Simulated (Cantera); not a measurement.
Input: 1 mol B2O3, 1.7 mol H2, held at 12.0 Pa.

Cantera equilibrium calculation (NASA polynomials, part measured and part estimated; ideal gas, pure solids and liquids). Candidate condensed phases: B, B2O3, B3O3H3, H2O; 23 gas species. Rates play no part.

x: gas mole fraction; n: condensed amount in mol.

```csv
T (K),x H2,x B2O3,x HBO2,x HBO,x B2O2,x H,n B2O3(l)
973,1.000,7.38e-9,1.53e-6,3.98e-6,1.11e-9,9.87e-8,1.000
1023,1.000,8.19e-8,7.22e-6,1.41e-5,1.02e-8,3.78e-7,1.000
1073,1.000,…,…,…,…,…,1.000
1123,1.000,5.15e-6,9.81e-5,0.000132,5.16e-7,3.89e-6,1.000
1173,0.999,3.10e-5,0.000296,0.000357,2.98e-6,1.08e-5,0.999
1223,0.998,0.000160,0.000806,0.000894,1.51e-5,2.74e-5,0.998
1273,0.995,…,…,…,…,…,0.995
1323,0.987,0.00290,0.00470,0.00448,0.000261,0.000144,0.987
1373,0.969,0.0104,0.0103,0.00895,0.000898,0.000299,0.964
1423,0.924,0.0342,0.0214,0.0165,0.00272,0.000583,0.899
```

**Question.** Fill in the missing entries.

**Answer.** 
- 1073, x B2O3: 7.18e-7
- 1073, x HBO2: 2.87e-5
- 1073, x HBO: 4.51e-5
- 1073, x B2O2: 7.80e-8
- 1073, x H: 1.28e-6
- 1273, x B2O3: 0.000723
- 1273, x HBO2: 0.00202
- 1273, x HBO: 0.00208
- 1273, x B2O2: 6.69e-5
- 1273, x H: 6.49e-5
